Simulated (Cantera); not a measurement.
What does this Cantera script print?

```python
import numpy as np
import cantera as ct

gas = ct.Solution("gri30.yaml")


def delay(T, t_max=10):
    gas.TPX = T, 1000000, {'CH4': 1, 'O2': 1, 'N2': 3.76}
    reactor = ct.IdealGasConstPressureReactor(gas, clone=False)
    net = ct.ReactorNet([reactor])
    net.rtol, net.atol = 1e-8, 1e-16
    while net.time < t_max:
        t_old, T_old = net.time, reactor.T
        net.step()
        if reactor.T > T + 400:  # ignition: a rise of 400 K
            return t_old + (T + 400 - T_old) / (reactor.T - T_old) * (net.time - t_old)
    return np.nan


taus = []
for T in [1123, 1223, 1323, 1423, 1523, 1623, 1723, 1823, 1923, 2023]:
    taus.append(delay(T))
    print(f"T0 = {T:6g} K   tau = {taus[-1]:.4e} s")
```

Output:

```
T0 =   1123 K   tau = 1.8559e-02 s
T0 =   1223 K   tau = 5.2067e-03 s
T0 =   1323 K   tau = 1.6379e-03 s
T0 =   1423 K   tau = 5.6287e-04 s
T0 =   1523 K   tau = 2.0723e-04 s
T0 =   1623 K   tau = 8.1428e-05 s
T0 =   1723 K   tau = 3.4564e-05 s
T0 =   1823 K   tau = 1.6094e-05 s
T0 =   1923 K   tau = 8.2713e-06 s
T0 =   2023 K   tau = 4.6661e-06 s
```

Cantera simulation using GRI-Mech 3.0 (53 species, 325 reactions); the numbers are that mechanism's predictions, not measurements.
